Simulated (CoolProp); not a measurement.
Vapour-liquid equilibrium of n-hexane (1) + cyclohexane (2) at 290.9 K; x and y are mole fractions of (1).

Computed with CoolProp (multi-fluid Helmholtz-energy mixture model, Thol 2019 and Zhou 2014; pair parameters Bell 2016).

```csv
x,bubble pressure (kPa),y at the bubble point,dew pressure at overall composition x (kPa),liquid density (mol/L)
0.05,9.662,0.085,9.509,9.183
0.125,10.17,0.198,9.839,9.045
0.2,10.65,?,10.18,8.911
0.275,11.10,?,10.55,8.781
0.35,?,?,10.92,8.654
0.425,11.92,0.538,?,8.530
0.5,12.30,0.607,11.71,8.409
0.575,12.67,0.673,12.12,8.291
0.65,13.02,?,12.54,8.176
0.725,13.37,0.795,12.97,?
0.8,13.71,0.853,13.40,7.954
0.875,14.04,0.909,13.84,7.847
0.95,14.37,0.964,14.28,7.743
```

Problem. Complete the blanks.

Solution. 
- 0.2, y at the bubble point: 0.296
- 0.275, y at the bubble point: 0.384
- 0.35, bubble pressure (kPa): 11.52
- 0.35, y at the bubble point: 0.464
- 0.425, dew pressure at overall composition x (kPa): 11.31
- 0.65, y at the bubble point: 0.735
- 0.725, liquid density (mol/L): 8.064

No azeotrope shows between x = 0.05 and 0.95.

Pair parameters are fitted to limited data, so mixtures are less certain than the pure fluids.
